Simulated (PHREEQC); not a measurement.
Hard or scaling water (model solution)

Make-up at 25 °C: 41 mmol/kgw CaCl2, 0.583 mmol/kgw Na2HPO4 and 0.8 mmol/kgw MgSO4. Closed to the air; pH follows from the charge balance.

The numbers come from PHREEQC with the ion-association model, phreeqc.dat.

| Item | Result |
|---|---|
| pH | 7.53 |
| ionic strength | 0.125 mol/kgw |
| specific conductance | 8510 µS/cm |
| density | 1.001 g/cm³ |
| total alkalinity | 0.583 meq/kg |

```json
[
 {"species": "Cl-", "molality": "0.0820", "activity": "0.0615", "log γ": "-0.125"},
 {"species": "Ca+2", "molality": "0.0402", "activity": "0.0148", "log γ": "-0.435"},
 {"species": "Na+", "molality": "0.00117", "activity": "0.000900", "log γ": "-0.112"},
 {"species": "Mg+2", "molality": "0.000779", "activity": "0.000300", "log γ": "-0.415"},
 {"species": "SO4-2", "molality": "0.000419", "activity": "0.000145", "log γ": "-0.461"},
 {"species": "CaSO4", "molality": "0.000370", "activity": "0.000381", "log γ": "0.012"}
]
```

No solid was allowed to form. Saturation is exceeded, for instance for Hydroxyapatite; the values hold only as long as no solid forms.
